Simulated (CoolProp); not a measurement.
A single-stage vapour-compression cycle with n-butane: evaporating at 261.15 K (dew point), condensing at 323.15 K (bubble point), superheat 2 K, subcooling 0 K, compressor efficiency 0.8, no pressure losses. Each further row changes one setting.

Computed with CoolProp (reference Helmholtz-energy equation of state, Bücker 2006).

| case | cooling COP | pressure ratio | discharge temperature (K) | refrigerating effect (kJ/kg) | volumetric capacity (kJ/m³) |
|---|---|---|---|---|---|
| as stated | 2.51 | 7.75 | 330.3 | 249 | 436 |
| evaporating temperature 266.15 K | … | 6.31 | … | … | 543 |
| condensing temperature 318.15 K | … | 6.78 | 325.7 | 262 | 458 |
| subcooling 5 K | 2.64 | 7.75 | 330.3 | 262 | 458 |
| superheat 12 K | … | 7.75 | 340.5 | … | … |
| compressor efficiency 0.7 | 2.20 | 7.75 | … | 249 | 436 |

Q: Fill in the missing entries.

A: 
- evaporating temperature 266.15 K, cooling COP: 2.86
- evaporating temperature 266.15 K, discharge temperature (K): 329.1
- evaporating temperature 266.15 K, refrigerating effect (kJ/kg): 256
- condensing temperature 318.15 K, cooling COP: 2.83
- superheat 12 K, cooling COP: 2.56
- superheat 12 K, refrigerating effect (kJ/kg): 265
- superheat 12 K, volumetric capacity (kJ/m³): 445
- compressor efficiency 0.7, discharge temperature (K): 337.4
